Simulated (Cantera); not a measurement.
What does this Cantera script print?

```python
import numpy as np
import cantera as ct

gas = ct.Solution("gri30.yaml")
gas.TPX = 1300, 89000, {'H2': 0.76, 'O2': 1, 'N2': 15}
reactor = ct.IdealGasConstPressureReactor(gas, energy="off", clone=False)
net = ct.ReactorNet([reactor])
net.rtol, net.atol = 1e-08, 1e-18
show = ['H2', 'O2', 'H2O', 'HO2', 'H', 'NO2', 'NO']
times = np.geomspace(0.0006, 2, 13)

steps = ct.SolutionArray(gas, extra=["t"])
rows = []
print(f"{'t/s':>10s}{'T/K':>9s}{'P/Pa':>11s}" + "".join(f"{s:>11s}" for s in show))
for t in times:
    while net.time < t:
        t_next = net.step()
        steps.append(gas.state, t=t_next)
    rows.append([np.interp(t, steps.t, y) for y in (steps.T, steps.P, *steps(*show).X.T)])
    print(f"{t:10.3e}{rows[-1][0]:9.1f}{rows[-1][1]:11.4g}" + "".join(f"{x:11.3e}" for x in rows[-1][2:]))
rate = np.gradient(steps.T, steps.t)
print("integrator steps:", len(steps.t))
if steps.T.max() > steps.T[0] + 200:
    print(f"time of steepest temperature rise: {steps.t[rate.argmax()]:.4e} s")
gas.TPX = 1300, 89000, {'H2': 0.76, 'O2': 1, 'N2': 15}
gas.equilibrate("TP")
print(f"equilibrium (TP): T = {gas.T:.1f} K  " + "  ".join(f"{s} {gas[s].X[0]:.3e}" for s in show))
```

Output:

```
       t/s      T/K       P/Pa         H2         O2        H2O        HO2          H        NO2         NO
 6.000e-04   1300.0    8.9e+04  2.635e-04  3.773e-02  4.584e-02  7.744e-06  1.180e-04  1.142e-08  5.463e-06
 1.180e-03   1300.0    8.9e+04  5.905e-05  3.779e-02  4.623e-02  3.111e-06  1.168e-05  3.079e-08  5.452e-06
 2.319e-03   1300.0    8.9e+04  1.425e-05  3.782e-02  4.633e-02  1.025e-06  1.524e-06  5.113e-08  5.433e-06
 4.559e-03   1300.0    8.9e+04  3.947e-06  3.783e-02  4.636e-02  3.481e-07  2.663e-07  5.943e-08  5.426e-06
 8.963e-03   1300.0    8.9e+04  1.297e-06  3.784e-02  4.638e-02  1.316e-07  5.946e-08  5.508e-08  5.430e-06
 1.762e-02   1300.0    8.9e+04  4.976e-07  3.784e-02  4.639e-02  5.537e-08  1.593e-08  4.425e-08  5.441e-06
 3.464e-02   1300.0    8.9e+04  2.142e-07  3.784e-02  4.639e-02  2.581e-08  4.859e-09  3.305e-08  5.453e-06
 6.810e-02   1300.0    8.9e+04  1.008e-07  3.785e-02  4.639e-02  1.375e-08  1.648e-09  2.500e-08  5.461e-06
 1.339e-01   1300.0    8.9e+04  5.229e-08  3.785e-02  4.639e-02  8.955e-09  6.340e-10  2.123e-08  5.465e-06
 2.632e-01   1300.0    8.9e+04  3.167e-08  3.785e-02  4.640e-02  7.319e-09  3.027e-10  2.126e-08  5.465e-06
 5.175e-01   1300.0    8.9e+04  2.421e-08  3.785e-02  4.640e-02  6.925e-09  2.021e-10  2.280e-08  5.464e-06
 1.017e+00   1300.0    8.9e+04  2.244e-08  3.785e-02  4.640e-02  6.864e-09  1.798e-10  2.350e-08  5.463e-06
 2.000e+00   1300.0    8.9e+04  2.213e-08  3.785e-02  4.640e-02  6.855e-09  1.760e-10  2.363e-08  5.463e-06
integrator steps: 1591
equilibrium (TP): T = 1300.0 K  H2 2.211e-08  O2 3.776e-02  H2O 4.640e-02  HO2 6.841e-09  H 1.755e-10  NO2 7.867e-07  NO 1.819e-04
```

Cantera simulation using GRI-Mech 3.0 (53 species, 325 reactions); the numbers are that mechanism's predictions, not measurements. The temperature is held fixed by assumption; the heat of reaction is taken as removed at once.
